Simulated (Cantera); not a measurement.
Feed: 1 mol CO₂, 1.9 mol O₂, equilibrated at 2350 °C and 1 atm.

These are equilibrium values from Cantera (NASA tables, ideal gas, pure condensed phases), not measurements of a reactor. Candidate condensed phases: C; 12 gas species. Equilibrium is a limit: real reactors are often held back by kinetics, nucleation or transport.

Base state: O₂ 0.643, CO₂ 0.310, CO 0.0264, O 0.0206 (mole fractions); condensed: gas only.

Q: What changes in the equilibrium state with this change: 0.12 mol H₂O added?

A: 
```csv
species,before,after
O₂,0.643,0.611
CO₂,0.310,0.296
H₂O,0,0.0303
OH,0,0.0150
O,0.0206,0.0201
CO,0.0264,0.0258
H,0,0.000842
H₂,0,0.000405
```
Further candidate phases: C₆H₆, C₇H₈, C₈H₁₈, H₂O.

Q: What changes in the equilibrium state with this change: temperature from 2350 °C to 277 °C?

A: 
```tsv
species	before	after
O₂	0.643	0.655
CO₂	0.310	0.345
CO	0.0264	<1e-9
O	0.0206	<1e-9
```

Q: What changes in the equilibrium state with this change: pressure from 1 atm to 10.0 mbar?

A: 
```csv
species,before,after
O₂,0.643,0.524
O,0.0206,0.187
CO₂,0.310,0.148
CO,0.0264,0.140
```
